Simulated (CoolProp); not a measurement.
n-perfluorobutane at 291.84 K and 10 MPa is throttled through a valve to 6.05 MPa with no heat exchange. Each further row changes one setting.

Computed with CoolProp (reference Helmholtz-energy equation of state, Gao 2022).

```tsv
case	temperature change (K)	final density (kg/m³)
as stated	(withheld)	(withheld)
outlet pressure 1.81 MPa	+1.7	(withheld)
outlet pressure 7.87 MPa	(withheld)	(withheld)
```

Problem. Fill in the missing entries.

Solution. 
- as stated, temperature change (K): +0.9
- as stated, final density (kg/m³): 1550
- outlet pressure 1.81 MPa, final density (kg/m³): 1520
- outlet pressure 7.87 MPa, temperature change (K): +0.5
- outlet pressure 7.87 MPa, final density (kg/m³): 1570
